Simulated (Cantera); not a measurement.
Mixture: 11.1 % CH4, 1.11 % H2, 16.2 % O2, 61.3 % N2, 10.2 % H2O, equivalence ratio 1.4, at 0.326 atm, adiabatic and at constant volume. Ignition delay is the time to a rise of 400 K.

Cantera simulation using GRI-Mech 3.0 (53 species, 325 reactions); the numbers are that mechanism's predictions, not measurements.

At T0 = 1500 K, what is the delay, and which 7 reactions control it most (d ln τ / d ln k, from doubling and halving each rate constant)?

The delay is 2.26 ms.
```
reaction                  d ln τ / d ln k   faster rate
------------------------  ---------------  ------------
H + O2 <=> O + OH                   -0.61   shortens it
2 CH3 (+M) <=> C2H6 (+M)             0.31  lengthens it
CH3 + O2 <=> CH3O + O               -0.30   shortens it
CH4 + H <=> CH3 + H2                 0.20  lengthens it
2 CH3 <=> C2H5 + H                  -0.15   shortens it
CH3 + O2 <=> CH2O + OH              -0.13   shortens it
CH4 + OH <=> CH3 + H2O               0.12  lengthens it
```
